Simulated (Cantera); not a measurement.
Feed: 1 mol B₂O₃, 7.8 mol HF, 8 mol O₂, 2.8 mol SiCl₄, held at 1048.15 K.

Equilibrium computed with Cantera from the NASA thermochemical tables; the gas is ideal and each condensed phase is pure. Candidate condensed phases: B, B₂O₃, B₃O₃H₃, H₂O, Si, SiO₂; 79 gas species. The numbers say what is thermodynamically allowed, not how fast it happens.

**Question.** At 3.60 Pa, list the 5 most abundant gas species with their mole fractions, and the condensed phases.

**Answer.** O₂ 0.344, HCl 0.313, Cl₂ 0.108, BF₃ 0.0921, HF 0.0832. Condensed: SiO₂(β-quartz).
